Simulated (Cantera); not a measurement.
# Premixed flame

A freely propagating, adiabatic, planar premixed flame of 12.8 % CH₄, 18.3 % O₂, 68.8 % N₂, equivalence ratio 1.4, unburnt at 425 K and 760 Torr; mixture-averaged transport, grid criteria slope 0.08 and curve 0.16, no radiation.

Model: GRI-Mech 3.0 (53 species, 325 reactions), integrated in Cantera. Burning velocities carry a grid error of a few per cent, more on coarse grids.

| z (mm) | T (K) | u (m/s) | x CH₄ | x O₂ | x OH | x H | x CO₂ | x O |
|---|---|---|---|---|---|---|---|---|
| -2.11 | 425 | 0.313 | 0.128 | 0.183 | <1e-8 | <1e-8 | 3.25e-7 | <1e-8 |
| -1.40 | 430 | 0.318 | 0.127 | 0.182 | <1e-8 | <1e-8 | 6.52e-6 | <1e-8 |
| -1.05 | 450 | 0.335 | 0.124 | 0.179 | <1e-8 | <1e-8 | 5.52e-5 | <1e-8 |
| -0.702 | 578 | 0.436 | 0.114 | 0.169 | 9.09e-8 | 3.29e-8 | 0.000687 | <1e-8 |
| -0.351 | 1064 | 0.822 | 0.0759 | 0.123 | 5.03e-6 | 2.09e-5 | 0.00602 | 2.25e-6 |
| -0.175 | 1458 | 1.14 | 0.0422 | 0.0778 | 6.40e-5 | 0.000233 | 0.0133 | 2.67e-5 |
| 0 | 1806 | 1.43 | 0.0122 | 0.0313 | 0.000451 | 0.00150 | 0.0235 | 0.000108 |
| 0.175 | 1967 | 1.56 | 0.00210 | 0.00826 | 0.000998 | 0.00313 | 0.0324 | 0.000116 |
| 0.351 | 2014 | 1.60 | 0.000418 | 0.00196 | 0.00115 | 0.00364 | 0.0379 | 7.40e-5 |
| 0.702 | 2035 | 1.61 | 3.99e-5 | 0.000170 | 0.00106 | 0.00342 | 0.0426 | 4.38e-5 |
| 1.40 | 2044 | 1.61 | 2.43e-6 | 3.74e-5 | 0.000875 | 0.00284 | 0.0443 | 2.90e-5 |
| 2.81 | 2052 | 1.62 | 1.11e-7 | 2.10e-5 | 0.000672 | 0.00216 | 0.0444 | 1.69e-5 |
| 5.61 | 2059 | 1.62 | <1e-8 | 9.82e-6 | 0.000464 | 0.00147 | 0.0442 | 7.89e-6 |
x: mole fraction of selected species; z is measured from the peak of heat release.

```yaml
laminar_burning_velocity: 31.2 cm/s
thermal_thickness: 0.702 mm
peak x(OH): 0.00115
peak x(H): 0.00366
peak x(O): 0.000128
grid_points: 149
```
